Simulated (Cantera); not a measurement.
# Catalytic combustion on Pt

An isothermal plug-flow reactor at 700 K and 5.00 bar (inlet), inlet velocity 0.82 m/s, active area per volume 120 1/m; feed H2 : O2 : N2 = 0.011 : 0.045 : 0.79 (molar parts).

Computed with Cantera and Deutschmann's 1995 Pt surface mechanism with GRI-Mech 3.0 gas chemistry. Catalytic surfaces can have several steady states; this one follows from the mechanism file's or the stated starting coverage. Mass transfer to the wall is taken as infinitely fast.

```tsv
z (m)	x H2	x O2	x H2O	θ free Pt	θ O*	θ OH*
3.6e-05	0.0121	0.0528	0.000897	0.412	0.570	0.0183
6.4e-05	0.0115	0.0525	0.00152	0.393	0.589	0.0184
0.00011	0.0106	0.0520	0.00242	0.365	0.616	0.0184
0.0002	0.00918	0.0514	0.00384	0.321	0.661	0.0184
0.00036	0.00740	0.0505	0.00564	0.263	0.719	0.0181
0.00064	0.00549	0.0496	0.00756	0.199	0.784	0.0173
0.0011	0.00384	0.0488	0.00923	0.141	0.843	0.0157
0.002	0.00240	0.0481	0.0107	0.0895	0.897	0.0134
0.0036	0.00143	0.0477	0.0116	0.0541	0.935	0.0109
```
x: gas mole fraction; θ: surface coverage.
